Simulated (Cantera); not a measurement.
A freely propagating, adiabatic, planar premixed flame of 21.4 % CO, 0.750 % H₂, 5.14 % CH₄, 15.3 % O₂, 57.4 % N₂, unburnt at 625 K and 10.0 bar; mixture-averaged transport, grid criteria slope 0.08 and curve 0.16, no radiation.

Model: GRI-Mech 3.0 (53 species, 325 reactions), integrated in Cantera. Burning velocities carry a grid error of a few per cent, more on coarse grids.

x: mole fraction of selected species; z is measured from the peak of heat release.

```json
[
 {"z (mm)": "-0.116", "T (K)": "625", "u (m/s)": "1.18", "x CO": "0.214", "x H₂": "0.00781", "x CH₄": "0.0514", "x HCO": "<1e-8", "x C₂H₄": "<1e-8", "x HCN": "<1e-8"},
 {"z (mm)": "-0.0772", "T (K)": "627", "u (m/s)": "1.18", "x CO": "0.214", "x H₂": "0.00845", "x CH₄": "0.0513", "x HCO": "<1e-8", "x C₂H₄": "4.40e-8", "x HCN": "<1e-8"},
 {"z (mm)": "-0.0579", "T (K)": "633", "u (m/s)": "1.19", "x CO": "0.214", "x H₂": "0.00925", "x CH₄": "0.0510", "x HCO": "<1e-8", "x C₂H₄": "2.93e-7", "x HCN": "<1e-8"},
 {"z (mm)": "-0.0386", "T (K)": "676", "u (m/s)": "1.28", "x CO": "0.213", "x H₂": "0.0109", "x CH₄": "0.0494", "x HCO": "<1e-8", "x C₂H₄": "3.16e-6", "x HCN": "2.08e-8"},
 {"z (mm)": "-0.0193", "T (K)": "1006", "u (m/s)": "1.91", "x CO": "0.207", "x H₂": "0.0139", "x CH₄": "0.0376", "x HCO": "___", "x C₂H₄": "4.54e-5", "x HCN": "3.00e-7"},
 {"z (mm)": "-0.00965", "T (K)": "1416", "u (m/s)": "2.68", "x CO": "0.200", "x H₂": "0.0156", "x CH₄": "0.0221", "x HCO": "___", "x C₂H₄": "0.000110", "x HCN": "8.79e-7"},
 {"z (mm)": "0", "T (K)": "1831", "u (m/s)": "3.44", "x CO": "0.187", "x H₂": "0.0157", "x CH₄": "0.00604", "x HCO": "___", "x C₂H₄": "8.46e-5", "x HCN": "1.98e-6"},
 {"z (mm)": "0.00965", "T (K)": "2050", "u (m/s)": "3.80", "x CO": "0.165", "x H₂": "0.0136", "x CH₄": "0.000564", "x HCO": "___", "x C₂H₄": "6.14e-6", "x HCN": "2.09e-6"},
 {"z (mm)": "0.0193", "T (K)": "2149", "u (m/s)": "3.94", "x CO": "0.146", "x H₂": "0.0128", "x CH₄": "2.87e-5", "x HCO": "___", "x C₂H₄": "9.73e-8", "x HCN": "9.93e-7"},
 {"z (mm)": "0.0386", "T (K)": "2252", "u (m/s)": "4.09", "x CO": "0.130", "x H₂": "0.0132", "x CH₄": "8.76e-8", "x HCO": "___", "x C₂H₄": "<1e-8", "x HCN": "1.53e-7"},
 {"z (mm)": "0.0772", "T (K)": "2343", "u (m/s)": "4.23", "x CO": "0.123", "x H₂": "0.0131", "x CH₄": "<1e-8", "x HCO": "___", "x C₂H₄": "<1e-8", "x HCN": "<1e-8"},
 {"z (mm)": "0.154", "T (K)": "2408", "u (m/s)": "4.33", "x CO": "0.119", "x H₂": "0.0126", "x CH₄": "<1e-8", "x HCO": "___", "x C₂H₄": "<1e-8", "x HCN": "<1e-8"},
 {"z (mm)": "0.309", "T (K)": "2444", "u (m/s)": "4.38", "x CO": "0.118", "x H₂": "0.0124", "x CH₄": "<1e-8", "x HCO": "___", "x C₂H₄": "<1e-8", "x HCN": "<1e-8"}
]
```

Task: Some entries are withheld; supply them.

Result: 
- -0.0193, x HCO: 5.31e-7
- -0.00965, x HCO: 1.15e-5
- 0, x HCO: 3.78e-5
- 0.00965, x HCO: 1.62e-5
- 0.0193, x HCO: 3.04e-6
- 0.0386, x HCO: 1.33e-6
- 0.0772, x HCO: 7.99e-7
- 0.154, x HCO: 4.48e-7
- 0.309, x HCO: 2.51e-7
